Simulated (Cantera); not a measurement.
Charge: 1 mol SiCl4, 1.1 mol Cl2, 5.1 mol H2, equilibrated at 13500 Torr.

Equilibrium computed with Cantera from the NASA thermochemical tables; the gas is ideal and each condensed phase is pure. Candidate condensed phases: Si; 19 gas species. The numbers say what is thermodynamically allowed, not how fast it happens. All values below are at 823 K.

Base state: H2 0.555, HCl 0.306, SiCl4 0.139, SiHCl3 0.000304 (mole fractions); condensed: gas only.

Question: What changes in the equilibrium state with this change: Cl2 from 1.1 to 1.7 mol?

Answer: 
| species | before | after |
|---|---|---|
| HCl | 0.306 | 0.436 |
| H2 | 0.555 | 0.436 |
| SiCl4 | 0.139 | 0.128 |
| SiHCl3 | 0.000304 | 0.000154 |
